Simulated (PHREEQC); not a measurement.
Make-up at 48 °C: 2.7 mmol/kgw CaBr2. Closed to the air; pH follows from the charge balance.

Computed with PHREEQC (ion-association model, phreeqc.dat).

This is a speciation only: nothing precipitates in the calculation.

Question: Estimate the specific conductance.

Answer: specific conductance 1040 µS/cm.

Away from 25 °C the constants follow the database's enthalpies or fits; those with neither stay at their 25 °C values.
